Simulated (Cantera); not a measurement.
A perfectly stirred reactor is fed with H2 : O2 = 0.063 : 1 (molar parts), equivalence ratio 0.032, at 2100 Pa; it is held at 1325 K, and followed from long to short residence time.

Model: the H2/O2 subset of GRI-Mech 3.0, which has no nitrogen chemistry, integrated in Cantera. Radical loss at walls, strong at low pressure, is not modelled. The temperature is held fixed by assumption; the heat of reaction is taken as removed at once.

Problem. What does this change do: O2 1 to 4.3 parts?

Solution. 
```csv
quantity,before,after
x(H2) at τ = 3.80 s,5.54e-5,1.54e-5
x(O2) at τ = 3.80 s,0.937,0.984
x(OH) at τ = 3.80 s,0.00102,0.000450
x(HO2) at τ = 3.80 s,8.02e-7,3.01e-7
x(O) at τ = 3.80 s,0.00111,0.000912
x(H2) at τ = 54.0 ms,0.000698,0.000178
x(O2) at τ = 54.0 ms,0.922,0.977
x(OH) at τ = 54.0 ms,0.00372,0.00139
x(HO2) at τ = 54.0 ms,3.29e-6,1.06e-6
x(O) at τ = 54.0 ms,0.0147,0.00793
```
